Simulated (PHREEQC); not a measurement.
Make-up at 25 °C: 0.0155 mol MnCl2, 0.1 mol NaHSO4 and 0.005 mol NiSO4 per kg of water. Closed to the air; pH follows from the charge balance.

Model: ion-association model, wateq4f.dat, run in PHREEQC.

Precipitation was switched off in this run.

### Question
What pH, ionic strength does the model give?

### Answer
pH 1.44; ionic strength 0.218 mol/kgw.

### Question
In which forms is Mn present?

### Answer
Mn+2 61 %, MnSO4 36 %, MnCl+ 2.3 % of the Mn.
